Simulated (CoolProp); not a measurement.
Vapour-liquid equilibrium of C3F8 (R218) (1) + R134a (2) at 42.5 kPa; x and y are mole fractions of (1).

Model: multi-fluid Helmholtz-energy mixture model, Lemmon 2006 and Tillner-Roth 1994; pair parameters Bell 2016, in CoolProp.

```tsv
x	bubble temperature (K)	y at the bubble point	dew temperature at overall composition x (K)	liquid density (mol/L)
0.05	223.9	0.304	228.8	13.73
0.2	217.4	0.573	226.0	12.77
0.35	215.9	0.631	222.9	11.82
0.5	215.6	0.651	219.3	10.99
0.65	215.4	0.672	215.6	10.28
0.8	215.6	0.722	216.4	9.664
0.95	217.3	0.880	218.2	9.110
```

y crosses x between x = 0.65 and 0.8: the model has an azeotrope there.

The pair parameters rest on a limited set of measurements; away from them the model extrapolates.
